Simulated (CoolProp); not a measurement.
Vapour-liquid equilibrium of benzene (1) + dimethyl carbonate (2) at 424.9 K; x and y are mole fractions of (1).

Values from CoolProp's multi-fluid Helmholtz-energy mixture model, Thol 2012 and Zhou 2011; pair parameters Bell 2016.

```json
[
 {"x": "0.05", "bubble pressure (bar)": "5.318", "y at the bubble point": "0.068", "dew pressure at overall composition x (bar)": "5.287", "liquid density (mol/L)": "9.735"},
 {"x": "0.125", "bubble pressure (bar)": "5.475", "y at the bubble point": "0.161", "dew pressure at overall composition x (bar)": "5.414", "liquid density (mol/L)": "9.684"},
 {"x": "0.2", "bubble pressure (bar)": "5.612", "y at the bubble point": "0.246", "dew pressure at overall composition x (bar)": "5.538", "liquid density (mol/L)": "9.636"},
 {"x": "0.275", "bubble pressure (bar)": "5.730", "y at the bubble point": "0.324", "dew pressure at overall composition x (bar)": "5.657", "liquid density (mol/L)": "9.591"},
 {"x": "0.35", "bubble pressure (bar)": "5.831", "y at the bubble point": "0.397", "dew pressure at overall composition x (bar)": "5.767", "liquid density (mol/L)": "9.549"},
 {"x": "0.425", "bubble pressure (bar)": "5.915", "y at the bubble point": "0.466", "dew pressure at overall composition x (bar)": "5.866", "liquid density (mol/L)": "9.509"},
 {"x": "0.5", "bubble pressure (bar)": "5.984", "y at the bubble point": "0.533", "dew pressure at overall composition x (bar)": "5.951", "liquid density (mol/L)": "9.472"},
 {"x": "0.575", "bubble pressure (bar)": "6.037", "y at the bubble point": "0.599", "dew pressure at overall composition x (bar)": "6.019", "liquid density (mol/L)": "9.439"},
 {"x": "0.65", "bubble pressure (bar)": "6.076", "y at the bubble point": "0.665", "dew pressure at overall composition x (bar)": "6.068", "liquid density (mol/L)": "9.409"},
 {"x": "0.725", "bubble pressure (bar)": "6.098", "y at the bubble point": "0.731", "dew pressure at overall composition x (bar)": "6.097", "liquid density (mol/L)": "9.381"},
 {"x": "0.8", "bubble pressure (bar)": "6.105", "y at the bubble point": "0.799", "dew pressure at overall composition x (bar)": "6.105", "liquid density (mol/L)": "9.357"},
 {"x": "0.875", "bubble pressure (bar)": "6.095", "y at the bubble point": "0.871", "dew pressure at overall composition x (bar)": "6.093", "liquid density (mol/L)": "9.336"},
 {"x": "0.95", "bubble pressure (bar)": "6.065", "y at the bubble point": "0.946", "dew pressure at overall composition x (bar)": "6.064", "liquid density (mol/L)": "9.318"}
]
```

y crosses x between x = 0.725 and 0.8: the model has an azeotrope there.

The pair parameters rest on a limited set of measurements; away from them the model extrapolates.
